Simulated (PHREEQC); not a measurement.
A solution holds 0.01 mol KOH and 0.018 mol Fe(NO3)3 per kg of water, at 60 °C. Closed to the air; pH follows from the charge balance.

Computed with PHREEQC (ion-association model, phreeqc.dat).

No solid was allowed to form.

### Question
Predict the pH.

### Answer
pH 2.26.

### Question
In which forms is Fe present?

### Answer
FeOH+2 42 %, Fe2(OH)2+4 38 %, Fe+3 12 %, Fe(OH)2+ 3.9 %, Fe3(OH)4+5 3.7 % of the Fe.

The solution is supersaturated, for example in Hematite (slow to form), Goethite (slow to form), so a real one may precipitate; this is no full list. Constants without temperature data keep their 25 °C values here.
